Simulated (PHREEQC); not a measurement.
A solution holds 0.0022 mol/kgw NaHSO4, 0.012 mol/kgw KOH and 0.00076 mol/kgw NaCl, at 5.8 °C. Closed to the air; pH follows from the charge balance.

Equilibrium calculation in PHREEQC: ion-association model, wateq4f.dat.

This is a speciation only: nothing precipitates in the calculation.

Q: Estimate the pH.

A: pH 12.63.

Q: In which forms is S present?

A: SO4-2 96 %, KSO4- 3.4 %, NaSO4- 0.8 % of the S.

Species that the database lacks are ignored. Constants without temperature data keep their 25 °C values here.
